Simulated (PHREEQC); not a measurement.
Consider water at 25 °C with 110 mmol/kgw MgSO4 and 0.13 mmol/kgw LiCl. Closed to the air; pH follows from the charge balance.

Model: ion-association model, phreeqc.dat, run in PHREEQC.

Precipitation was switched off in this run.

Question: Predict the ionic strength, density, specific conductance.

Answer: ionic strength 0.206 mol/kgw; density 1.010 g/cm³; specific conductance 8500 µS/cm.

Question: In which forms is Mg present?

Answer: MgSO4 53 %, Mg+2 47 % of the Mg.

Species that the database lacks are ignored.
